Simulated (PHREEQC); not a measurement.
Dissolve 1.5 mmol/kgw NaH2PO4 and 29 mmol/kgw HF at 20 °C. Closed to the air; pH follows from the charge balance.

Equilibrium calculation in PHREEQC: ion-association model, wateq4f.dat.

This is a speciation only: nothing precipitates in the calculation.

### Question
Order these F species by the share of F that they hold, largest first: H2F2, HF, HF2-, F-.

### Answer
HF (73 %), F- (15 %), H2F2 (9.7 %), HF2- (2.3 %)

The pH is 2.41 and the ionic strength 0.00566 mol/kgw. wateq4f.dat counts part of the HF as a dimer, H2F2, which phreeqc.dat doesn't know; its constant is uncertain. H3PO4, which wateq4f.dat lacks, is added to it with the constant of phreeqc.dat.
